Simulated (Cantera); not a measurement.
## Carbothermic reduction: Cu₂O + C + N₂

Charge: 1 mol Cu₂O, 3.6 mol C, 1.7 mol N₂, equilibrated at 2500 K and 1 atm.

Equilibrium computed with Cantera from the NASA thermochemical tables; the gas is ideal and each condensed phase is pure. Candidate condensed phases: C, Cu, CuO, Cu₂O; 27 gas species. Equilibrium is a limit: real reactors are often held back by kinetics, nucleation or transport.

* **x(N₂)**: 0.521
* **x(CO)**: 0.306
* **x(Cu)**: 0.170
* **x(Cu₂)**: 0.00262
* **x(CN)**: 7.39e-5
* **x(C₂N₂)**: 4.05e-5
* **n(C(graphite))**: 2.60 mol
* **n(Cu(l))**: 1.43 mol
* **gas amount**: 3.263 mol
